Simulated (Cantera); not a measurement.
**Thermodynamics of silicon etching in halogen gases, feed Si + NF3 + N2 + Cl2**

A closed system holds: 1 mol Si, 0.65 mol NF3, 33 mol N2, 7.2 mol Cl2, held at 1500 K and 1.60e-5 bar.

Method: chemical equilibrium by Gibbs-energy minimisation in Cantera with the NASA 1993 tables (ideal gas, pure condensed phases). Candidate condensed phases: Si, Si3N4; 24 gas species. The tables' values for SiCl3, SiF3, SiF2 are old estimates; treat these amounts as uncertain. Rates play no part.

```json
{
  "x(N2)": "0.708",
  "x(Cl)": "0.271",
  "x(SiF4)": "0.00969",
  "x(SiCl4)": "0.00544",
  "x(SiCl2)": "0.00296",
  "x(SiCl3)": "0.00225",
  "x(SiF3)": "0.000850",
  "x(Cl2)": "0.000344",
  "x(SiF2)": "4.25e-5",
  "gas_amount": "47.09 mol",
  "log10 activity of Si(s) (absent)": "-6.80"
}
```
